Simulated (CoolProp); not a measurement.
Model: reference Helmholtz-energy equation of state, Thol 2022, in CoolProp.

Question: For vinyl chloride, give the phase and the speed of sound (m/s), isothermal compressibility (1/MPa), fugacity coefficient at 196.2 K and 5780 kPa; 313.7 K and 5780 kPa.

Answer: 
- 196.2 K and 5780 kPa: liquid; speed of sound 1390, isothermal compressibility 0.000787, fugacity coefficient 0.000581
- 313.7 K and 5780 kPa: liquid; speed of sound 834, isothermal compressibility 0.00266, fugacity coefficient 0.111
